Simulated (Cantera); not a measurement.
A closed system holds: 1 mol Ti(NMe2)4, 0.13 mol CH4, equilibrated at 1302 °C and 1.33 mbar.

Cantera equilibrium calculation (NASA polynomials, part measured and part estimated; ideal gas, pure solids and liquids). Candidate condensed phases: C, C6H6, C7H8, C8H18, Ti, TiC, TiN; 93 gas species. The feed counts by its element totals alone. TiC: taken at fixed stoichiometry. The numbers say what is thermodynamically allowed, not how fast it happens.

Base state: H2 0.858, N2 0.140, H 0.00105, HCN 0.000606, C2H2 (acetylene) 1.81e-5, HNC 1.29e-5 (mole fractions); condensed: C(graphite) + TiC(s).

### Question
What changes in the equilibrium state with this change: Ti(NMe2)4 replaced by Ti?

### Answer
| species | before | after |
|---|---|---|
| H2 | 0.858 | 0.999 |
| H | 0.00105 | 0.00114 |
| N2 | 0.140 | 0 |
| HCN | 0.000606 | 0 |
| C2H2 (acetylene) | 1.81e-5 | <1e-9 |
| HNC | 1.29e-5 | 0 |
| C(graphite), mol | 7.12 | 0 |
| TiC(s), mol | 1.00 | 0.130 |
| Ti(β), mol | 0 | 0.870 |
Mutual solubility and eutectic melting of coexisting phases are not modelled. Condensed phases not in the tables: N, O or C dissolved in the metal.
